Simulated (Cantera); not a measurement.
A closed system holds: 1 mol SiH2Cl2, 1.4 mol NO, 0.68 mol H2O, held at 4.50 mbar.

Cantera equilibrium calculation (NASA polynomials, part measured and part estimated; ideal gas, pure solids and liquids). Candidate condensed phases: H2O, NH4Cl, Si, SiO2, Si2N2O, Si3N4; 47 gas species. The tables hold silica as quartz up to 1696 K and as liquid above; real silica turns to tridymite and cristobalite and melts near 1996 K. Rates play no part.

Problem. At 1452 °C, list the 4 most abundant gas species with their mole fractions, and the condensed phases.

Solution. HCl 0.587, N2 0.207, H2 0.177, H2O 0.0244. Condensed: SiO2(condensed).
